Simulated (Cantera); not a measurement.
A Cantera script and what it prints.

```python
import numpy as np
import cantera as ct

gas_names = [...]  # 113 gases of nasa_gas.yaml made of C, H, O, Ta
cond_names = """
    C(gr) C6H6(L) C7H8(L) C8H18(L),n-octa H2O(s) H2O(L) Ta(cr) Ta(L) TaC(s) TaC(L) Ta2O5(s) Ta2O5(L)
""".split()


# ... load() reads the species with a 1 bar reference pressure and builds the phases ...
atoms = {
    'Ta(OEt)5': {'Ta': 1, 'C': 10, 'H': 25, 'O': 5},
    'H2O': {'H': 2, 'O': 1},
    'CO2': {'C': 1, 'O': 2},
}
top_T = {'C(gr)': 4500}  # K; cautious upper limits of use, not melting points


# ... equilibrate(T, P, feed) seeds the gas with the atoms and calls Mixture.equilibrate('TP', solver="vcs", rtol=1e-11, max_steps=5000) ...
results = []
feed = {'Ta(OEt)5': 1, 'H2O': 0.18, 'CO2': 3.2}  # mol
P = 3  # Pa
for T in [1875, 1975, 2075, 2175, 2275, 2375, 2475, 2575]:
    mix = equilibrate(T, P, feed)
    results.append((T, P, feed, dict(zip(mix.species_names, mix.species_moles))))

top = {s: max(r[3][s] / sum(r[3][g] for g in gas_names) for r in results) for s in gas_names}
cols = sorted((s for s in top if top[s] > 1e-05), key=lambda s: -top[s])[:9]
seen = [c for c in cond_names if any(r[3].get(c, 0) > 1e-12 for r in results)]
print("log10 of partial pressures in bar; condensed amounts in mol")
print(f"{'T/K':>10s}" + "".join(f"{s[:9]:>10s}" for s in cols + seen))
for T, P, feed, n in results:
    ng = sum(n[g] for g in gas_names)
    print(f"{T:10.4g}" + "".join(f"{np.log10(max(n[s] / ng * P / 1e5, 1e-99)):10.3f}" for s in cols)
          + "".join(f"{n.get(c, 0):10.4g}" for c in seen))
```

Output:

```
log10 of partial pressures in bar; condensed amounts in mol
       T/K         H        H2        CO         C        C3        C2 C2H2,acet       C2H     C(gr)    TaC(s)
      1875    -5.613    -4.859    -4.862   -11.765   -11.986   -13.066    -8.359   -11.037    0.6126         1
      1975    -5.323    -4.919    -4.880   -10.753   -10.828   -11.902    -8.106   -10.276    0.6061         1
      2075    -5.087    -5.025    -4.908    -9.840    -9.785   -10.852    -7.931    -9.614     0.597         1
      2175    -4.911    -5.199    -4.944    -9.011    -8.839    -9.900    -7.851    -9.053    0.5838         1
      2275    -4.798    -5.453    -4.978    -8.256    -7.980    -9.033    -7.872    -8.590    0.5417         1
      2375    -4.738    -5.774    -5.004    -7.565    -7.194    -8.240    -7.981    -8.210    0.3106         1
      2475    -4.711    -6.127    -5.019    -7.073    -6.904    -7.799    -8.425    -8.177         0         1
      2575    -4.700    -6.479    -5.026    -6.753    -7.039    -7.659    -9.129    -8.427         0         1
```

Method: chemical equilibrium by Gibbs-energy minimisation in Cantera with the NASA 1993 tables (ideal gas, pure condensed phases). The feed counts by its element totals alone. TaC: taken at fixed stoichiometry. Condensed phases not in the tables: Ta2C.
